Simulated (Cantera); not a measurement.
A Cantera script and what it prints.

```python
import numpy as np
import cantera as ct

gas_names = """
    C CN CO CO2 C2 CCN CNC C2N2 C2O C3 C3O2 C4 C4N2 C5 N NCO NO NO2 NO3 N2 N2O O O2 O3 Pb PbO Pb2
""".split()
cond_names = """
    C(gr) Pb(cr) Pb(L) PbO(rd) PbO(yw) PbO(L) PbO2(s) Pb3O4(s)
""".split()


def load(file, names, dense=False):
    # The tables refer to 1 bar. Condensed volumes are neglected.
    table = {s.name: s for s in ct.Species.list_from_file(file)}
    out = []
    for n in names:
        d = dict(table[n].input_data)
        d["thermo"] = dict(d["thermo"], **{"reference-pressure": 1e5})
        if dense:
            d["equation-of-state"] = {"model": "constant-volume", "density": "1e6 g/cm^3"}
        out.append(ct.Species.from_dict(d))
    return out


gas = ct.Solution(thermo="ideal-gas", species=load("nasa_gas.yaml", gas_names))
cond = {s.name: ct.Solution(thermo="fixed-stoichiometry", species=[s], name=s.name)
        for s in load("nasa_condensed.yaml", cond_names, dense=True)}
atoms = {
    'Pb': {'Pb': 1},
    'CO': {'C': 1, 'O': 1},
    'N2': {'N': 2},
}
top_T = {'C(gr)': 4500, 'Pb3O4(s)': 820}  # K; cautious upper limits of use, not melting points


def equilibrate(T, P, feed):
    n = {}
    for name, mol in feed.items():
        for a, k in atoms[name].items():
            n[a] = n.get(a, 0.0) + k * mol
    gas.TPX = T, P, n
    mass = sum(n.values()) * gas.mean_molecular_weight
    gas.equilibrate("TP")
    valid = [c for c in cond.values() if c.min_temp <= T <= top_T.get(c.name, c.max_temp)]
    mix = ct.Mixture([(gas, mass / gas.mean_molecular_weight)] + [(c, 0.0) for c in valid])
    mix.T, mix.P = T, P
    mix.equilibrate("TP", solver="vcs", rtol=1e-11, max_steps=5000)
    return mix


results = []
feed = {'Pb': 1, 'CO': 0.13, 'N2': 16}  # mol
T = 1573.15  # K
P = 31  # Pa
mix = equilibrate(T, P, feed)
results.append((T, P, feed, dict(zip(mix.species_names, mix.species_moles))))
print(gas.report(threshold=1e-05))
for i in range(1, mix.n_phases):
    print(f"{mix.phase(i).name:16s} {mix.phase_moles(i):12.5e} mol")
```

Result:

```
       temperature   1573.2 K
          pressure   31 Pa
           density   9.1186e-05 kg/m^3
  mean mol. weight   38.474 kg/kmol
   phase of matter   gas

                          1 kg             1 kmol
                     ---------------   ---------------
          enthalpy        1.3164e+06        5.0649e+07  J
   internal energy        9.7647e+05        3.7569e+07  J
           entropy            8083.4          3.11e+05  J/K
    Gibbs function         -1.14e+07        -4.386e+08  J
 heat capacity c_p            889.97             34241  J/K
 heat capacity c_v            673.87             25927  J/K

                      mass frac. Y      mole frac. X     chem. pot. / RT
                     ---------------   ---------------   ---------------
                CO         0.0055249          0.007589           -48.324
                N2           0.68009           0.93403           -34.307
                Pb           0.31438          0.058377           -19.222
     [  +24 minor]        1.5513e-07        1.5167e-08

C(gr)             0.00000e+00 mol
Pb(L)             0.00000e+00 mol
PbO(L)            0.00000e+00 mol
```

Cantera equilibrium calculation (NASA polynomials, part measured and part estimated; ideal gas, pure solids and liquids).
